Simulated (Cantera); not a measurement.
## Pyrogenic steam for wet oxidation

An isothermal, constant-pressure homogeneous reactor starts with 84.4 % H2, 6.49 % O2, 9.09 % N2, at 925 K and 43000 Pa.

Cantera simulation using the H2/O2 subset of GRI-Mech 3.0, which has no nitrogen chemistry; the numbers are that mechanism's predictions, not measurements. Below about 950 K walls govern HO2 and H2O2 in real vessels. The temperature is held fixed by assumption; the heat of reaction is taken as removed at once.

```csv
t (s),x H2,x O2,x H2O,x HO2,x O,x H2O2,x OH
0.000500,0.844,0.0649,8.34e-9,7.62e-9,3.79e-11,1.21e-10,9.89e-12
0.00103,0.844,0.0649,9.75e-8,7.93e-8,3.21e-10,1.88e-9,8.39e-11
0.00213,0.844,0.0649,8.44e-6,5.47e-6,2.66e-8,1.67e-7,8.27e-9
0.00440,0.762,0.00116,0.136,1.13e-6,1.42e-6,2.46e-9,1.99e-6
0.00909,0.763,1.93e-5,0.139,1.88e-8,5.40e-9,1.75e-10,2.04e-7
0.0188,0.764,1.45e-6,0.139,1.42e-9,1.92e-10,3.50e-11,7.64e-8
0.0387,0.764,1.60e-7,0.139,1.57e-10,1.60e-11,8.92e-12,3.35e-8
0.0800,0.764,2.04e-8,0.139,2.00e-11,2.33e-12,2.50e-12,1.55e-8
0.165,0.764,2.78e-9,0.139,2.70e-12,<1e-12,<1e-12,7.36e-9
0.341,0.764,3.87e-10,0.139,<1e-12,<1e-12,<1e-12,3.53e-9
0.704,0.764,5.46e-11,0.139,<1e-12,<1e-12,<1e-12,1.70e-9
1.45,0.764,7.71e-12,0.139,<1e-12,<1e-12,<1e-12,8.22e-10
3.00,0.764,1.08e-12,0.139,<1e-12,<1e-12,<1e-12,3.98e-10
```
x: mole fraction; the columns are a selection and need not sum to one.

Equilibrium at this temperature and pressure: H2 0.764, O2 <1e-12, H2O 0.139, HO2 <1e-12, O <1e-12, H2O2 <1e-12, OH <1e-12 (gas phase only).
